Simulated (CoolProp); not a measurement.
The numbers come from the reference Helmholtz-energy equation of state, Outcalt 1996 in CoolProp. It is a modified Benedict-Webb-Rubin equation, recast in Helmholtz form.

Question: For R152A, give the phase and the cp (kJ/(kg K)), Joule-Thomson coefficient (K/MPa), viscosity (µPa s), Prandtl number at 136.95 °C and 0.0109 MPa; -70.25 °C and 16.5 MPa.

Answer: 
- 136.95 °C and 0.0109 MPa: gas; cp 1.28, Joule-Thomson coefficient 9.71, viscosity 15.3, Prandtl number 0.781
- -70.25 °C and 16.5 MPa: liquid; cp 1.52, Joule-Thomson coefficient -0.402, viscosity 695, Prandtl number 6.72

Viscosity comes from a separate model (Bell 2016), an estimate that may be off by 10 % or more. Thermal conductivity comes from a separate model (Krauss 1996).
